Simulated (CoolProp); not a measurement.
Ammonia at 298.15 K and 0.165 MPa flows at 0.44 m/s in a round tube of 6 mm bore and 0.25 µm roughness, fully developed (64/Re and Nu = 3.66 if laminar; Colebrook and Gnielinski if turbulent). Each further row changes one setting.

Values from CoolProp's reference Helmholtz-energy equation of state, Gao 2020.

```json
[
 {"case": "as stated", "Reynolds number": "302", "Darcy friction factor": "0.212", "pressure drop (Pa/m)": "[?]", "heat-transfer coefficient (W/(m² K))": "15.3", "mass flow (kg/h)": "0.0517"},
 {"case": "velocity 0.88 m/s", "Reynolds number": "605", "Darcy friction factor": "0.106", "pressure drop (Pa/m)": "7.88", "heat-transfer coefficient (W/(m² K))": "15.3", "mass flow (kg/h)": "0.103"},
 {"case": "diameter 12 mm", "Reynolds number": "605", "Darcy friction factor": "0.106", "pressure drop (Pa/m)": "[?]", "heat-transfer coefficient (W/(m² K))": "7.63", "mass flow (kg/h)": "[?]"}
]
```

**Question.** Some entries are withheld; supply them.

**Answer.** 
- as stated, pressure drop (Pa/m): 3.94
- diameter 12 mm, pressure drop (Pa/m): 0.985
- diameter 12 mm, mass flow (kg/h): 0.207

Viscosity comes from a separate model (Fenghour 1995). Thermal conductivity comes from a separate model (Tufeu 1984).
